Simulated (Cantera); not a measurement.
**Reactions in the system F-H-O**

Cantera with NASA thermochemical tables; ideal gases at 1 bar, condensed phases pure. Values are per mole of reaction as written; species without (g) are pure solids or liquids, kept so even where they would boil at 1 bar.

2 F(g) + H₂O(g) ⇌ 2 HF(g) + O(g)

```tsv
T (K)	ΔH° (kJ)	ΔS° (J/K)	ΔG° (kJ)	log10 K
2450	-219.5	-1.7	-215.2	4.59
2475	-219.6	-1.8	-215.2	4.54
2500	-219.7	-1.8	-215.1	4.49
2525	-219.9	-1.9	-215.1	4.45
2550	-220.0	-1.9	-215.0	4.40
2575	-220.1	-2.0	-215.0	4.36
```

2 O₃(g) + 6 HF(g) ⇌ 3 F₂(g) + 6 OH(g)

```
T (K)  ΔH° (kJ)  ΔS° (J/K)  ΔG° (kJ)  log10 K
-----  --------  ---------  --------  -------
2450     1580.0      195.9    1100.1   -23.45
2475     1579.1      195.5    1095.2   -23.11
2500     1578.1      195.1    1090.4   -22.78
2525     1577.1      194.7    1085.5   -22.45
2550     1576.0      194.3    1080.6   -22.14
2575     1574.9      193.9    1075.8   -21.82
```

2 O₃(g) + 3 H₂(g) ⇌ 6 OH(g)

```json
[
 {"T (K)": "2450", "ΔH° (kJ)": "-92.0", "ΔS° (J/K)": "203.4", "ΔG° (kJ)": "-590.3", "log10 K": "12.58"},
 {"T (K)": "2475", "ΔH° (kJ)": "-93.3", "ΔS° (J/K)": "202.9", "ΔG° (kJ)": "-595.4", "log10 K": "12.56"},
 {"T (K)": "2500", "ΔH° (kJ)": "-94.6", "ΔS° (J/K)": "202.3", "ΔG° (kJ)": "-600.4", "log10 K": "12.54"},
 {"T (K)": "2525", "ΔH° (kJ)": "-95.9", "ΔS° (J/K)": "201.8", "ΔG° (kJ)": "-605.5", "log10 K": "12.53"},
 {"T (K)": "2550", "ΔH° (kJ)": "-97.2", "ΔS° (J/K)": "201.3", "ΔG° (kJ)": "-610.5", "log10 K": "12.51"},
 {"T (K)": "2575", "ΔH° (kJ)": "-98.6", "ΔS° (J/K)": "200.8", "ΔG° (kJ)": "-615.5", "log10 K": "12.49"}
]
```

H₂(g) + O₂(g) ⇌ 2 OH(g)

| T (K) | ΔH° (kJ) | ΔS° (J/K) | ΔG° (kJ) | log10 K |
|---|---|---|---|---|
| 2450 | 73.0 | 27.0 | 6.8 | -0.15 |
| 2475 | 72.9 | 27.0 | 6.2 | -0.13 |
| 2500 | 72.8 | 26.9 | 5.5 | -0.11 |
| 2525 | 72.8 | 26.9 | 4.8 | -0.10 |
| 2550 | 72.7 | 26.9 | 4.2 | -0.09 |
| 2575 | 72.6 | 26.9 | 3.5 | -0.07 |
